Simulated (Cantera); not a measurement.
Charge: 1 mol SiHCl3, 0.13 mol NH3, 55 mol H2, equilibrated at 998 K and 0.660 bar.

Cantera equilibrium calculation (NASA polynomials, part measured and part estimated; ideal gas, pure solids and liquids). Candidate condensed phases: NH4Cl, Si, Si3N4; 28 gas species. The tables' values for SiCl3 are old estimates; treat these amounts as uncertain. Kinetics and transport are ignored.

Base state: H2 0.980, HCl 0.00653, SiHCl3 0.00651, SiCl4 0.00626, SiH2Cl2 0.000728, SiCl3 0.000137, SiCl2 7.38e-5, SiH3Cl 2.08e-5 (mole fractions); condensed: Si(s) + Si3N4(s).

### Question
What changes in the equilibrium state with this change: NH3 from 0.13 to 29 mol?

### Answer
```json
[
 {"species": "H2", "before": "0.980", "after": "0.853"},
 {"species": "N2", "before": "<1e-9", "after": "0.121"},
 {"species": "HCl", "before": "0.00653", "after": "0.0262"},
 {"species": "SiCl4", "before": "0.00626", "after": "7.03e-7"},
 {"species": "SiH2Cl2", "before": "0.000728", "after": "3.84e-9"},
 {"species": "SiCl2", "before": "7.38e-5", "after": "<1e-9"},
 {"species": "NH3", "before": "1.80e-9", "after": "0.000107"},
 {"species": "SiHCl3", "before": "0.00651", "after": "1.58e-7"},
 {"species": "Si(s), mol", "before": "0.127", "after": "0"},
 {"species": "Si3N4(s), mol", "before": "0.0325", "after": "0.333"}
]
```
